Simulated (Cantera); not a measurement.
## Adiabatic ignition

An adiabatic, constant-pressure homogeneous reactor starts with H2 : O2 : N2 = 1 : 0.312 : 1.17 (molar parts), at 1023 K and 7.50 atm.

Cantera simulation using the H2/O2 subset of GRI-Mech 3.0, which has no nitrogen chemistry; the numbers are that mechanism's predictions, not measurements. The hydrogen kinetics of GRI-Mech 3.0 are dated; newer H2 mechanisms differ, most at raised pressure.

```tsv
t (s)	T (K)	x H2	x O2	x HO2	x O	x H	x H2O2
9.00e-6	1023	0.403	0.126	1.06e-8	9.55e-12	1.26e-10	1.45e-10
2.78e-5	1023	0.403	0.126	3.33e-8	1.08e-11	1.43e-10	1.40e-9
8.56e-5	1023	0.403	0.126	1.07e-7	1.53e-11	2.02e-10	1.35e-8
0.000264	1023	0.403	0.126	3.91e-7	3.58e-11	4.70e-10	1.34e-7
0.000814	1023	0.403	0.126	2.76e-6	2.42e-10	3.18e-9	1.98e-6
0.00251	1025	0.403	0.125	3.74e-5	7.31e-9	9.53e-8	0.000111
0.00774	2740	0.170	0.000108	2.41e-7	0.000162	0.00994	9.10e-8
0.0239	2740	0.170	0.000108	2.41e-7	0.000162	0.00994	9.10e-8
0.0736	2740	0.170	0.000108	2.41e-7	0.000162	0.00994	9.10e-8
0.227	2740	0.170	0.000108	2.41e-7	0.000162	0.00994	9.10e-8
0.700	2740	0.170	0.000108	2.41e-7	0.000162	0.00994	9.10e-8
```
x: mole fraction; the columns are a selection and need not sum to one.

- time of steepest temperature rise = 4.62 ms
- temperature at 0.700 s = 2740 K
- equilibrium temperature = 2740 K
- x(H2) at 0.700 s = 0.170 (gas-phase equilibrium 0.170)
- x(O2) at 0.700 s = 0.000108 (gas-phase equilibrium 0.000108)
- x(HO2) at 0.700 s = 2.41e-7 (gas-phase equilibrium 2.41e-7)
